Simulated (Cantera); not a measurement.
Cantera run:

```python
import numpy as np
import cantera as ct

gas_names = """
    AL ALCL ALCL2 ALCL3 ALH ALN AL2 AL2CL6 CL CL2 H HCL H2 N NH NH2 NH3 N2 N2H2 N2H4
""".split()
cond_names = """
    AL(cr) AL(L) ALCL3(s) ALCL3(L) ALN(s) NH4CL(a) NH4CL(b)
""".split()


def load(file, names, dense=False):
    # The tables refer to 1 bar. Condensed volumes are neglected.
    table = {s.name: s for s in ct.Species.list_from_file(file)}
    out = []
    for n in names:
        d = dict(table[n].input_data)
        d["thermo"] = dict(d["thermo"], **{"reference-pressure": 1e5})
        if dense:
            d["equation-of-state"] = {"model": "constant-volume", "density": "1e6 g/cm^3"}
        out.append(ct.Species.from_dict(d))
    return out


gas = ct.Solution(thermo="ideal-gas", species=load("nasa_gas.yaml", gas_names))
cond = {s.name: ct.Solution(thermo="fixed-stoichiometry", species=[s], name=s.name)
        for s in load("nasa_condensed.yaml", cond_names, dense=True)}
atoms = {
    'AlCl3': {'AL': 1, 'CL': 3},
    'N2': {'N': 2},
    'H2': {'H': 2},
}
top_T = {'ALN(s)': 2750}  # K; cautious upper limits of use, not melting points


def equilibrate(T, P, feed):
    n = {}
    for name, mol in feed.items():
        for a, k in atoms[name].items():
            n[a] = n.get(a, 0.0) + k * mol
    gas.TPX = T, P, n
    mass = sum(n.values()) * gas.mean_molecular_weight
    gas.equilibrate("TP")
    valid = [c for c in cond.values() if c.min_temp <= T <= top_T.get(c.name, c.max_temp)]
    mix = ct.Mixture([(gas, mass / gas.mean_molecular_weight)] + [(c, 0.0) for c in valid])
    mix.T, mix.P = T, P
    mix.equilibrate("TP", solver="vcs", rtol=1e-11, max_steps=5000)
    return mix


results = []
feed = {'AlCl3': 1, 'N2': 6.7, 'H2': 78}  # mol
T = 2223.15  # K
for P in [10, 32, 100, 320, 1000, 3200, 10000, 32000, 100000]:
    mix = equilibrate(T, P, feed)
    results.append((T, P, feed, dict(zip(mix.species_names, mix.species_moles))))

top = {s: max(r[3][s] / sum(r[3][g] for g in gas_names) for r in results) for s in gas_names}
cols = sorted((s for s in top if top[s] > 0.001), key=lambda s: -top[s])[:7]
seen = [c for c in cond_names if any(r[3].get(c, 0) > 1e-12 for r in results)]
print("log10 of partial pressures in bar; condensed amounts in mol")
print(f"{'P/Pa':>10s}" + "".join(f"{s[:9]:>10s}" for s in cols + seen))
for T, P, feed, n in results:
    ng = sum(n[g] for g in gas_names)
    print(f"{P:10.4g}" + "".join(f"{np.log10(max(n[s] / ng * P / 1e5, 1e-99)):10.3f}" for s in cols)
          + "".join(f"{n.get(c, 0):10.4g}" for c in seen))
```

It prints:

```
log10 of partial pressures in bar; condensed amounts in mol
      P/Pa        H2         H        N2       HCL      ALCL        CL        AL
        10    -4.328    -4.357    -5.223    -5.881    -6.330    -6.049    -6.373
        32    -3.703    -4.045    -4.675    -5.262    -5.662    -5.743    -6.012
       100    -3.141    -3.763    -4.152    -4.707    -5.072    -5.469    -5.696
       320    -2.596    -3.491    -3.630    -4.170    -4.510    -5.204    -5.399
      1000    -2.080    -3.233    -3.125    -3.658    -3.984    -4.951    -5.126
      3200    -1.562    -2.974    -2.614    -3.145    -3.461    -4.696    -4.858
     1e+04    -1.060    -2.723    -2.116    -2.646    -2.959    -4.448    -4.603
   3.2e+04    -0.551    -2.469    -1.609    -2.141    -2.453    -4.197    -4.348
     1e+05    -0.054    -2.220    -1.113    -1.649    -1.963    -3.954    -4.102
```

Cantera equilibrium calculation (NASA polynomials, part measured and part estimated; ideal gas, pure solids and liquids). The tables' values for AlCl2 are old estimates; treat these amounts as uncertain.
